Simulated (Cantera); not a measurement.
A perfectly stirred reactor is fed with H2 : O2 : N2 = 1.1 : 1 : 1.6 (molar parts), equivalence ratio 0.55, at 89000 Pa; it is held at 1075 K, and followed from long to short residence time.

Computed with Cantera and the H2/O2 subset of GRI-Mech 3.0, which has no nitrogen chemistry. The temperature is held fixed by assumption; the heat of reaction is taken as removed at once.

Question: What does this change do: pressure from 89000 Pa to 38000 Pa?

Answer: 
```json
[
 {"quantity": "x(H2) at τ = 3.10 s", "before": "0.00248", "after": "0.000859"},
 {"quantity": "x(O2) at τ = 3.10 s", "before": "0.144", "after": "0.143"},
 {"quantity": "x(OH) at τ = 3.10 s", "before": "2.78e-6", "after": "1.99e-5"},
 {"quantity": "x(H2O2) at τ = 3.10 s", "before": "1.81e-5", "after": "4.25e-6"},
 {"quantity": "x(O) at τ = 3.10 s", "before": "8.24e-7", "after": "4.26e-6"},
 {"quantity": "x(H2) at τ = 0.120 s", "before": "0.0222", "after": "0.00425"},
 {"quantity": "x(O2) at τ = 0.120 s", "before": "0.152", "after": "0.145"},
 {"quantity": "x(OH) at τ = 0.120 s", "before": "7.19e-6", "after": "9.99e-5"},
 {"quantity": "x(H2O2) at τ = 0.120 s", "before": "0.000216", "after": "1.18e-5"},
 {"quantity": "x(O) at τ = 0.120 s", "before": "5.44e-6", "after": "5.56e-5"}
]
```

Question: What does this change do: pressure from 89000 Pa to 44000 Pa?

Answer: 
```
quantity                  before    after
----------------------  --------  -------
x(H2) at τ = 3.10 s      0.00248  0.00118
x(O2) at τ = 3.10 s        0.144    0.143
x(OH) at τ = 3.10 s      2.78e-6  1.23e-5
x(H2O2) at τ = 3.10 s    1.81e-5  7.43e-6
x(O) at τ = 3.10 s       8.24e-7  3.11e-6
x(H2) at τ = 0.120 s      0.0222  0.00556
x(O2) at τ = 0.120 s       0.152    0.145
x(OH) at τ = 0.120 s     7.19e-6  6.46e-5
x(H2O2) at τ = 0.120 s  0.000216  2.18e-5
x(O) at τ = 0.120 s      5.44e-6  3.91e-5
```
